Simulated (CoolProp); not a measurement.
Vapour-liquid equilibrium of ethane (1) + propane (2) at 279 K; x and y are mole fractions of (1).

Model: multi-fluid Helmholtz-energy mixture model, Bücker 2006 and Lemmon 2009; pair parameters Kunz 2012, in CoolProp.

```
x      bubble pressure, mixture model (kPa)  bubble pressure, Raoult's law (kPa)  y, mixture model  y, Raoult's law
-----  ------------------------------------  -----------------------------------  ----------------  ---------------
0.05                                  653.8                                673.9             0.160            0.203
0.125                                 787.5                                837.2             0.335            0.409
0.2                                   922.7                                 1000             0.463            0.548
0.275                                  1061                                 1164             0.561            0.648
0.35                                   1203                                 1327             0.639            0.723
0.425                                  1350                                 1490             0.704            0.782
0.5                                    1503                                 1654             0.760            0.829
0.575                                  1663                                 1817             0.807            0.868
0.65                                   1830                                 1980             0.849            0.900
0.725                                  2005                                 2144             0.886            0.928
0.8                                    2190                                 2307             0.920            0.951
0.875                                  2386                                 2470             0.951            0.971
0.95                                   2594                                 2633             0.981            0.989
```

The largest gap from Raoult's law is -9.4 % in bubble pressure, at x = 0.425. No azeotrope shows between x = 0.05 and 0.95.

Pair parameters are fitted to limited data, so mixtures are less certain than the pure fluids.
